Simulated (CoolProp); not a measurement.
Model: reference Helmholtz-energy equation of state, Thol 2014, in CoolProp.

### Question
Give the vapour pressure (kPa), vapour density (kg/m³), enthalpy of vaporisation (kJ/kg), surface tension (mN/m) of saturated chloromethane (R40) at 257, 294 K.

### Answer
| T (K) | p (kPa) | vapour density (kg/m³) | enthalpy of vaporisation (kJ/kg) | surface tension (mN/m) |
|---|---|---|---|---|
| 257 | 141 | 3.48 | 420 | 22.1 |
| 294 | 511 | 11.7 | 379 | 16.0 |

Surface tension comes from a separate correlation (Mulero 2014).
